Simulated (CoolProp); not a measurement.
Vapour-liquid equilibrium of dimethyl carbonate (1) + n-nonane (2) at 2.04 bar; x and y are mole fractions of (1).

Values from CoolProp's multi-fluid Helmholtz-energy mixture model, Zhou 2011 and Lemmon 2006; pair parameters Bell 2016.

| x | bubble temperature (°C) | y at the bubble point | dew temperature at overall composition x (°C) | liquid density (mol/L) |
|---|---|---|---|---|
| 0.05 | 165.0 | 0.303 | 177.2 | 4.761 |
| 0.15 | 144.6 | 0.619 | 172.6 | 5.183 |
| 0.25 | 132.8 | 0.749 | 167.7 | 5.583 |
| 0.35 | 126.1 | 0.810 | 162.4 | 5.990 |
| 0.45 | 122.2 | 0.844 | 156.5 | 6.428 |
| 0.55 | 119.8 | 0.865 | 149.8 | 6.916 |
| 0.65 | 118.2 | 0.882 | 142.0 | 7.478 |
| 0.75 | 116.8 | 0.900 | 132.7 | 8.138 |
| 0.85 | 115.5 | 0.925 | 121.5 | 8.927 |
| 0.95 | 114.3 | 0.967 | 114.7 | 9.879 |

No azeotrope shows between x = 0.05 and 0.95.

The pair parameters rest on a limited set of measurements; away from them the model extrapolates.
